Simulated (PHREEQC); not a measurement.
1 kg of water holding 0.3 mol/kgw NaCl meets 20 L of dry gas (O2 1 by moles) at fixed total pressure, at 10 atm; fugacities by Peng-Robinson. The gases take part in no redox reaction, some water evaporates into the gas, and hydrates or a liquid gas phase aren't modelled. Nothing may precipitate in this run.

Computed with PHREEQC (ion-association model, phreeqc.dat).

| T (°C) | dissolved O2 (mol/kgw) | φ of O2 |
|---|---|---|
| 10 | 0.0156 | 0.989 |
| 20 | 0.0127 | 0.990 |
| 30 | 0.0108 | 0.991 |
| 40 | 0.00942 | 0.993 |
| 50 | 0.00845 | 0.994 |
| 60 | 0.00775 | 0.994 |
| 70 | 0.00724 | 0.995 |
| 80 | 0.00687 | 0.996 |
| 90 | 0.00658 | 0.997 |

Species that the database lacks are ignored. Away from 25 °C the constants follow the database's enthalpies or fits; those with neither stay at their 25 °C values.
